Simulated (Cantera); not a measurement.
Charge: 1 mol Mg(OH)2, 2 mol CO2, 2.6 mol H2, equilibrated at 1352 °C and 0.00220 bar.

These are equilibrium values from Cantera (NASA tables, ideal gas, pure condensed phases), not measurements of a reactor. Candidate condensed phases: C, C6H6, C7H8, C8H18, H2O, Mg, MgCO3, MgO, Mg(OH)2; 116 gas species. The numbers say what is thermodynamically allowed, not how fast it happens.

Question: What is the equilibrium state?

Answer: 
- x(H2O) = 0.408
- x(H2) = 0.235
- x(CO) = 0.229
- x(CO2) = 0.128
- x(H) = 0.000729
- x(OH) = 5.33e-5
- x(Mg) = 5.17e-6
- n(MgO(s)) = 1.000 mol
- gas amount = 5.602 mol
- log10 activity of C(graphite) (absent) = -6.66
- log10 activity of Mg(l) (absent) = -8.72
